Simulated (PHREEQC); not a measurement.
Solution (35 °C): 3.55 mmol/kgw Pb(NO3)2. Closed to the air; pH follows from the charge balance.

Model: ion-association model, wateq4f.dat, run in PHREEQC.

No solid was allowed to form.

Q: What pH does the model give?

A: pH 5.16.

Q: In which forms is Pb present?

A: Pb+2 94 %, PbNO3+ 6.2 % of the Pb.
